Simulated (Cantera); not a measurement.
A Cantera script and its output.

```python
import numpy as np
import cantera as ct

gas = ct.Solution("gri30.yaml")
gas.TPX = 475, 320000, {'C3H8': 1, 'O2': 6.41, 'N2': 23.7, 'H2O': 0.91}
flame = ct.FreeFlame(gas, width=0.018)
flame.set_refine_criteria(ratio=3, slope=0.08, curve=0.16)
flame.transport_model = "mixture-averaged"
flame.solve(loglevel=0, auto=True)
z, T = flame.grid, flame.T
thick = (T[-1] - T[0]) / np.gradient(T, z).max()
show = ['C3H8', 'O2', 'H2O', 'O', 'CH2O', 'CO']
print(f"laminar burning velocity  {flame.velocity[0] * 100:.3f} cm/s")
print(f"burnt temperature         {T[-1]:.1f} K")
print(f"thermal thickness         {thick * 1e3:.4f} mm")
print(f"grid points               {len(z)}")
z0 = z[flame.heat_release_rate.argmax()]
print(f"{'z/mm':>9s}{'T/K':>9s}{'u/(m/s)':>9s}" + "".join(f"{s:>11s}" for s in show))
rows = []
for k in (-3, -2, -1.5, -1, -0.5, -0.25, 0, 0.25, 0.5, 1, 2, 4, 8):
    zz = z0 + k * thick
    rows.append([k * thick, np.interp(zz, z, T), np.interp(zz, z, flame.velocity),
                 *(np.interp(zz, z, flame.X[gas.species_index(s)]) for s in show)])
    print(f"{rows[-1][0] * 1e3:9.3f}{rows[-1][1]:9.1f}{rows[-1][2]:9.3f}" + "".join(f"{x:11.3e}" for x in rows[-1][3:]))
```

Result:

```
laminar burning velocity  53.464 cm/s
burnt temperature         2125.2 K
thermal thickness         0.1453 mm
grid points               141
     z/mm      T/K  u/(m/s)       C3H8         O2        H2O          O       CH2O         CO
   -0.436    475.3    0.535  3.122e-02  2.001e-01  2.847e-02  2.209e-17  3.352e-07  7.491e-06
   -0.291    478.0    0.539  3.119e-02  1.996e-01  2.893e-02  5.252e-14  5.451e-06  8.660e-05
   -0.218    487.6    0.550  3.112e-02  1.986e-01  3.034e-02  2.448e-12  2.844e-05  3.684e-04
   -0.145    543.7    0.617  3.065e-02  1.930e-01  3.721e-02  3.937e-10  2.179e-04  2.110e-03
   -0.073    863.6    0.997  2.382e-02  1.616e-01  6.746e-02  3.351e-07  1.490e-03  1.319e-02
   -0.036   1222.2    1.439  1.059e-02  1.251e-01  9.645e-02  1.987e-05  1.893e-03  2.731e-02
    0.000   1598.5    1.908  4.923e-04  8.439e-02  1.244e-01  5.368e-04  6.633e-04  4.061e-02
    0.036   1779.2    2.118  4.776e-07  6.243e-02  1.355e-01  2.143e-03  5.227e-05  3.524e-02
    0.073   1859.9    2.202  1.223e-10  5.416e-02  1.381e-01  2.680e-03  2.420e-06  2.488e-02
    0.145   1953.4    2.296  1.632e-16  4.799e-02  1.403e-01  2.229e-03  7.843e-09  1.385e-02
    0.291   2038.0    2.383  2.569e-25  4.413e-02  1.439e-01  1.295e-03  1.662e-11  6.951e-03
    0.581   2092.5    2.439  7.971e-36  4.216e-02  1.470e-01  5.844e-04  3.432e-12  3.246e-03
    1.162   2117.7    2.464 -2.523e-43  4.137e-02  1.485e-01  2.738e-04  7.619e-13  1.454e-03
```

Detailed kinetics in Cantera: GRI-Mech 3.0 (53 species, 325 reactions). GRI-Mech 3.0 was tuned for natural gas; its chemistry of propane as a main component is partial and can be far from experiment. Burning velocities carry a grid error of a few per cent, more on coarse grids.
